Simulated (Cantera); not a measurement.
B2O3 + N2 (boron, boron nitride and boron oxide)

Feed: 1 mol B2O3, 8.7 mol N2, equilibrated at 0.000190 bar.

Cantera equilibrium calculation (NASA polynomials, part measured and part estimated; ideal gas, pure solids and liquids). Candidate condensed phases: B, BN, B2O3; 17 gas species. Equilibrium is a limit: real reactors are often held back by kinetics, nucleation or transport.

```csv
T (K),x N2,x B2O3,x BO,x BO2,x O,x O2,x NO,x B2O2
1675,0.896,0.103,0.000449,0.000501,1.56e-6,3.96e-7,3.86e-6,3.26e-5
1725,0.896,0.102,0.000810,0.000865,4.50e-6,1.14e-6,7.92e-6,4.21e-5
1775,0.896,0.101,0.00141,0.00145,1.23e-5,3.12e-6,1.57e-5,5.34e-5
1825,0.895,0.100,0.00237,0.00235,3.17e-5,8.07e-6,2.99e-5,6.66e-5
1875,0.893,0.0988,0.00388,0.00370,7.74e-5,1.97e-5,5.47e-5,8.18e-5
1925,0.891,0.0965,0.00617,0.00564,0.000179,4.51e-5,9.64e-5,9.93e-5
1975,0.888,0.0931,0.00957,0.00831,0.000394,9.71e-5,0.000163,0.000119
2025,0.884,0.0883,0.0145,0.0118,0.000821,0.000196,0.000265,0.000141
2075,0.878,0.0819,0.0214,0.0162,0.00162,0.000369,0.000413,0.000164
2125,0.870,0.0737,0.0309,0.0213,0.00305,0.000648,0.000618,0.000187
2175,0.859,0.0636,0.0432,0.0267,0.00544,0.00106,0.000884,0.000207
2225,0.846,0.0520,0.0585,0.0317,0.00919,0.00160,0.00121,0.000220
2275,0.830,0.0395,0.0763,0.0353,0.0147,0.00223,0.00158,0.000223
2325,0.814,0.0275,0.0954,0.0364,0.0221,0.00283,0.00195,0.000212
```
x: gas mole fraction; nothing condenses.

From 1675 K to 2325 K nothing is condensed. The main B-bearing gas is B2O3 at 1675 K and BO at 2325 K.
